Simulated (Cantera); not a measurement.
A freely propagating, adiabatic, planar premixed flame of 5.99 % CH₄, 0.593 % H₂, 23.4 % O₂, 70.1 % N₂, equivalence ratio 0.53, unburnt at 650 K and 13000 Pa; mixture-averaged transport, grid criteria slope 0.08 and curve 0.16, no radiation.

Model: GRI-Mech 3.0 (53 species, 325 reactions), integrated in Cantera. Burning velocities carry a grid error of a few per cent, more on coarse grids.

Question: Predict: laminar burning velocity; thermal thickness; peak x(C₂H₆); peak x(O); peak x(CO).

Answer: 
```json
{
  "laminar_burning_velocity": "176 cm/s",
  "thermal_thickness": "2.23 mm",
  "peak x(C₂H₆)": "0.000436",
  "peak x(O)": "0.0111",
  "peak x(CO)": "0.0349"
}
```
